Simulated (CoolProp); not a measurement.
Properties of carbonyl sulfide at several states.

Model: reference Helmholtz-energy equation of state, Lemmon 2006, in CoolProp. It is a short technical equation, of lower accuracy than the large ones.

```
T (°C)  p (MPa)   phase  density (kg/m³)  cp (kJ/(kg K))  speed of sound (m/s)  expansivity (1/kK)
------  -------  ------  ---------------  --------------  --------------------  ------------------
79.45      22.7  liquid              [?]             [?]                   [?]               2.705
251.55    0.411     gas            5.703          0.8311                   [?]               1.957
91.45      2.41     gas            57.05             [?]                 222.4                 [?]
91.25    0.0128     gas           0.2540          0.7416                 248.9               2.751
-47.85   0.0412     gas            1.336          0.6317                 199.0               4.601
180.45    0.106     gas            1.694          0.7949                   [?]               2.227
```

Problem. Complete the blanks.

Solution. 
- 79.45, density (kg/m³): 931.3
- 79.45, cp (kJ/(kg K)): 1.318
- 79.45, speed of sound (m/s): 650.2
- 251.55, speed of sound (m/s): 294.1
- 91.45, cp (kJ/(kg K)): 0.9335
- 91.45, expansivity (1/kK): 4.758
- 180.45, speed of sound (m/s): 275.2
